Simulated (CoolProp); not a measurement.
Saturation properties of dodecamethylcyclohexasiloxane (D6).

Model: reference Helmholtz-energy equation of state, Colonna 2008, in CoolProp. It is a short technical equation, of lower accuracy than the large ones.

```tsv
T (K)	p (bar)	liquid density (kg/m³)	vapour density (kg/m³)	liquid cp (kJ/(kg K))
389.9	0.01606	866.1	0.2212	1.754
414.3	0.04624	838.0	0.6022	1.805
438.7	0.1139	809.1	1.414	1.857
463.1	0.2476	779.0	2.955	1.908
487.6	0.4878	747.4	5.660	1.960
512	0.8829	713.8	10.10	2.014
536.4	1.496	677.2	17.17	2.072
560.9	2.410	635.9	28.37	2.139
585.3	3.714	587.6	46.30	2.228
609.7	5.541	526.9	76.88	2.371
```

It boils at 518.1 K under 1 atm.
